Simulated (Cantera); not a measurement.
Charge: 1 mol CH4, 1.8 mol CO2, at 1.50 bar.

Method: chemical equilibrium by Gibbs-energy minimisation in Cantera with the NASA 1993 tables (ideal gas, pure condensed phases). Candidate condensed phases: C, C6H6, C7H8, C8H18, H2O; 131 gas species. Ions and electrons are included (thermal ionisation). Kinetics and transport are ignored. All values below are at 3750 K.

Base state: CO 0.446, H 0.296, H2 0.131, O 0.0457, OH 0.0354, H2O 0.0299, CO2 0.0118, O2 0.00397 (mole fractions); condensed: gas only.

Task: What changes in the equilibrium state with this change: CO2 from 1.8 to 0.53 mol?

Result: 
| species | before | after |
|---|---|---|
| H | 0.296 | 0.419 |
| CO | 0.446 | 0.265 |
| H2 | 0.131 | 0.262 |
| C2H2 (acetylene) | <1e-9 | 0.0199 |
| C2H | <1e-9 | 0.0127 |
| C3 | <1e-9 | 0.0119 |
| CO2 | 0.0118 | 8.70e-8 |
| O | 0.0457 | 5.68e-7 |
| OH | 0.0354 | 6.22e-7 |
| H2O | 0.0299 | 7.43e-7 |
| O2 | 0.00397 | <1e-9 |
| C2 | <1e-9 | 0.00299 |
| C4H2 | <1e-9 | 0.000629 |
| C5 | <1e-9 | 0.000288 |
| C2H2 (vinylidene) | <1e-9 | 0.000246 |
